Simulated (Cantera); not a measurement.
What does this Cantera script print?

```python
import numpy as np
import cantera as ct

gas_names = """
    H HNO HNO2 HNO3 HO2 H2 H2O H2O2 N NH NH2 NH3 NH2OH NO NO2 NO3 N2 N2H2 N2H4 N2O O OH O2 O3 Pb PbO Pb2
""".split()
cond_names = """
    H2O(s) H2O(L) Pb(cr) Pb(L) PbO(rd) PbO(yw) PbO(L) PbO2(s) Pb3O4(s)
""".split()


# ... load() reads the species with a 1 bar reference pressure and builds the phases ...
atoms = {
    'PbO': {'Pb': 1, 'O': 1},
    'H2': {'H': 2},
    'N2': {'N': 2},
}
top_T = {'Pb3O4(s)': 820}  # K; cautious upper limits of use, not melting points


# ... equilibrate(T, P, feed) seeds the gas with the atoms and calls Mixture.equilibrate('TP', solver="vcs", rtol=1e-11, max_steps=5000) ...
results = []
feed = {'PbO': 1, 'H2': 1.1, 'N2': 0.25}  # mol
P = 12  # Pa
for T in [548, 623, 698, 773, 848, 923, 998, 1073, 1148]:
    mix = equilibrate(T, P, feed)
    results.append((T, P, feed, dict(zip(mix.species_names, mix.species_moles))))

top = {s: max(r[3][s] / sum(r[3][g] for g in gas_names) for r in results) for s in gas_names}
cols = sorted((s for s in top if top[s] > 0.0001), key=lambda s: -top[s])[:9]
seen = [c for c in cond_names if any(r[3].get(c, 0) > 1e-12 for r in results)]
print("log10 of partial pressures in bar; condensed amounts in mol")
print(f"{'T/K':>10s}" + "".join(f"{s[:9]:>10s}" for s in cols + seen))
for T, P, feed, n in results:
    ng = sum(n[g] for g in gas_names)
    print(f"{T:10.4g}" + "".join(f"{np.log10(max(n[s] / ng * P / 1e5, 1e-99)):10.3f}" for s in cols)
          + "".join(f"{n.get(c, 0):10.4g}" for c in seen))
```

Output:

```
log10 of partial pressures in bar; condensed amounts in mol
       T/K       H2O        Pb        N2        H2    Pb(cr)     Pb(L)
       548    -4.051   -12.883    -4.653    -5.051         1         0
       623    -4.051   -10.683    -4.653    -5.051         0         1
       698    -4.051    -8.993    -4.653    -5.051         0         1
       773    -4.051    -7.637    -4.653    -5.051         0    0.9997
       848    -4.052    -6.524    -4.654    -5.052         0    0.9966
       923    -4.060    -5.596    -4.662    -5.060         0    0.9709
       998    -4.111    -4.810    -4.713    -5.111         0    0.7999
      1073    -4.292    -4.292    -4.894    -5.292         0         0
      1148    -4.292    -4.292    -4.894    -5.291         0         0
```

Method: chemical equilibrium by Gibbs-energy minimisation in Cantera with the NASA 1993 tables (ideal gas, pure condensed phases).
